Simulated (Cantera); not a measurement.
An adiabatic, constant-pressure homogeneous reactor starts with H2 : O2 : N2 = 1 : 0.455 : 1.71 (molar parts), at 1723 K and 4.93 atm.

Detailed kinetics in Cantera: GRI-Mech 3.0 (53 species, 325 reactions). The hydrogen kinetics of GRI-Mech 3.0 are dated; newer H2 mechanisms differ, most at raised pressure. Above 3000 K some thermodynamic fits are extrapolated.

Predict: time of steepest temperature rise; temperature at 0.200 s; equilibrium temperature; x(H2) at 0.200 s; x(O2) at 0.200 s; x(H) at 0.200 s; x(H2O) at 0.200 s; x(O) at 0.200 s; x(NO) at 0.200 s; x(NO2) at 0.200 s.


```
Quantity                                                             Value
---------------------------------  ---------------------------------------
time of steepest temperature rise                                  1.43 µs
temperature at 0.200 s                                              3080 K
equilibrium temperature                                             3080 K
x(H2) at 0.200 s                     0.0696 (gas-phase equilibrium 0.0696)
x(O2) at 0.200 s                   0.00923 (gas-phase equilibrium 0.00923)
x(H) at 0.200 s                      0.0239 (gas-phase equilibrium 0.0239)
x(H2O) at 0.200 s                      0.255 (gas-phase equilibrium 0.255)
x(O) at 0.200 s                    0.00640 (gas-phase equilibrium 0.00640)
x(NO) at 0.200 s                   0.00961 (gas-phase equilibrium 0.00961)
x(NO2) at 0.200 s                  2.46e-6 (gas-phase equilibrium 2.46e-6)
```
